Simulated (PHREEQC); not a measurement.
Consider water at 25 °C with 31 mmol/kgw HBr, 0.12 mmol/kgw CuSO4 and 12 mmol/kgw KCl. Closed to the air; pH follows from the charge balance.

Computed with PHREEQC (ion-association model, wateq4f.dat).

Each row changes one thing in this solution. No solid was allowed to form.

| case | pH | HSO4- (mol/kgw) | SO4-2 (mol/kgw) | KSO4- (mol/kgw) |
|---|---|---|---|---|
| as made | 1.57 | 7.07e-5 | 4.72e-5 | 1.88e-6 |
| CuSO4 replaced by CaSO4 at the same molality | 1.57 | 7.06e-5 | 4.72e-5 | 1.88e-6 |
| diluted 2-fold with water | 1.86 | 2.77e-5 | 3.15e-5 | 7.51e-7 |
| 0.0029 mol/kgw NaCl added | 1.58 | 7.00e-5 | 4.75e-5 | 1.86e-6 |
| temperature from 25 to 60 °C | 1.58 | 9.11e-5 | 2.70e-5 | 1.77e-6 |
| diluted 10-fold with water | 2.54 | 2.22e-6 | 9.70e-6 | 6.17e-8 |
| temperature from 25 to 70 °C | 1.58 | 9.62e-5 | 2.21e-5 | 1.63e-6 |
| diluted 5-fold with water | 2.25 | 6.98e-6 | 1.68e-5 | 1.93e-7 |

At this temperature some constants are extrapolated from 25 °C, and those without enthalpy data are left unchanged.
